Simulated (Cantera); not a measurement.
**HgO + H₂ + N₂ (iron carbonyl, mercury and lead vapours)**

Input: 1 mol HgO, 0.18 mol H₂, 0.14 mol N₂, at 0.430 bar.

Equilibrium computed with Cantera from the NASA thermochemical tables; the gas is ideal and each condensed phase is pure. Candidate condensed phases: H₂O, Hg, HgO; 25 gas species. Rates play no part.

```json
[
 {"T (°C)": "277", "x Hg": "0.360", "x H₂O": "0.360", "x N₂": "0.280", "x O₂": "3.58e-6", "x NO": "9.58e-12", "x OH": "<1e-12", "x O": "<1e-12", "n HgO(s)": "0.820"},
 {"T (°C)": "377", "x Hg": "0.413", "x H₂O": "0.298", "x N₂": "0.231", "x O₂": "0.0577", "x NO": "2.39e-8", "x OH": "4.88e-12", "x O": "<1e-12", "n HgO(s)": "0.750"},
 {"T (°C)": "477", "x Hg": "0.578", "x H₂O": "0.104", "x N₂": "0.0809", "x O₂": "0.237", "x NO": "2.73e-7", "x OH": "2.23e-10", "x O": "<1e-12", "n HgO(s)": "0"},
 {"T (°C)": "577", "x Hg": "0.578", "x H₂O": "0.104", "x N₂": "0.0809", "x O₂": "0.237", "x NO": "1.53e-6", "x OH": "4.75e-9", "x O": "<1e-12", "n HgO(s)": "0"},
 {"T (°C)": "677", "x Hg": "0.578", "x H₂O": "0.104", "x N₂": "0.0809", "x O₂": "0.237", "x NO": "5.97e-6", "x OH": "5.34e-8", "x O": "2.36e-11", "n HgO(s)": "0"},
 {"T (°C)": "777", "x Hg": "0.578", "x H₂O": "0.104", "x N₂": "0.0809", "x O₂": "0.237", "x NO": "1.80e-5", "x OH": "3.79e-7", "x O": "4.96e-10", "n HgO(s)": "0"},
 {"T (°C)": "877", "x Hg": "0.578", "x H₂O": "0.104", "x N₂": "0.0809", "x O₂": "0.237", "x NO": "4.47e-5", "x OH": "1.91e-6", "x O": "6.17e-9", "n HgO(s)": "0"},
 {"T (°C)": "977", "x Hg": "0.578", "x H₂O": "0.104", "x N₂": "0.0809", "x O₂": "0.237", "x NO": "9.60e-5", "x OH": "7.46e-6", "x O": "5.14e-8", "n HgO(s)": "0"},
 {"T (°C)": "1077", "x Hg": "0.578", "x H₂O": "0.104", "x N₂": "0.0808", "x O₂": "0.237", "x NO": "0.000184", "x OH": "2.38e-5", "x O": "3.13e-7", "n HgO(s)": "0"},
 {"T (°C)": "1177", "x Hg": "0.578", "x H₂O": "0.104", "x N₂": "0.0808", "x O₂": "0.237", "x NO": "0.000323", "x OH": "6.47e-5", "x O": "1.49e-6", "n HgO(s)": "0"},
 {"T (°C)": "1277", "x Hg": "0.578", "x H₂O": "0.104", "x N₂": "0.0807", "x O₂": "0.237", "x NO": "0.000527", "x OH": "0.000155", "x O": "5.81e-6", "n HgO(s)": "0"}
]
```
x: gas mole fraction; n: condensed amount in mol.

From 277 °C to 377 °C the condensed part is HgO(s). From 477 °C to 1277 °C nothing is condensed. The main Hg-bearing gas is Hg throughout.
